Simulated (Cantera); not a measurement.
# Equilibrium for fluorocarbon and chlorocarbon gases: CHF₃ + HCl + H₂

Feed: 1 mol CHF₃, 0.6 mol HCl, 1.3 mol H₂, equilibrated at 0.133 bar.

Equilibrium computed with Cantera from the NASA thermochemical tables; the gas is ideal and each condensed phase is pure. Candidate condensed phases: C, C₆H₆, C₇H₈, C₈H₁₈; 135 gas species. Ions and electrons are included (thermal ionisation). The tables' values for CCl are old estimates; treat these amounts as uncertain. Kinetics and transport are ignored.

```csv
T (K),x HF,x H,x F,x HCl,x C,x Cl,x H₂,x C₃,x CF,x C₂,n C(graphite)
2000,0.768,0.00124,5.07e-6,0.152,2.28e-10,0.00181,0.0770,2.08e-10,2.35e-8,1.76e-11,1.000
2250,0.764,0.00565,5.67e-5,0.145,2.73e-8,0.00769,0.0772,4.87e-8,7.83e-7,4.29e-9,0.998
2500,0.753,0.0190,0.000392,0.128,1.25e-6,0.0225,0.0764,3.73e-6,1.28e-5,3.44e-7,0.993
2750,0.729,0.0499,0.00194,0.0982,2.83e-5,0.0478,0.0710,0.000127,0.000127,1.22e-5,0.979
3000,0.685,0.103,0.00771,0.0620,0.000380,0.0767,0.0565,0.00234,0.000893,0.000238,0.918
3250,0.597,0.166,0.0261,0.0305,0.00341,0.0950,0.0358,0.0272,0.00486,0.00290,0.421
3500,0.475,0.239,0.0701,0.0135,0.0128,0.0979,0.0218,0.0417,0.0112,0.00812,0
3750,0.332,0.320,0.144,0.00598,0.0312,0.0925,0.0136,0.0279,0.0156,0.0119,0
4000,0.190,0.390,0.224,0.00261,0.0594,0.0831,0.00799,0.0130,0.0150,0.0126,0
4250,0.0917,0.435,0.282,0.00117,0.0868,0.0756,0.00437,0.00377,0.0102,0.00906,0
4500,0.0417,0.457,0.313,0.000566,0.102,0.0715,0.00233,0.000746,0.00552,0.00480,0
4750,0.0191,0.468,0.328,0.000295,0.109,0.0697,0.00127,0.000135,0.00278,0.00228,0
5000,0.00919,0.472,0.335,0.000164,0.111,0.0689,0.000719,2.65e-5,0.00142,0.00110,0
```
x: gas mole fraction; n: condensed amount in mol.

From 2000 K to 3250 K the condensed part is C(graphite). From 3500 K to 5000 K nothing is condensed. The main C-bearing gas is C₂H₂ (acetylene) at 2000 K and C at 5000 K.
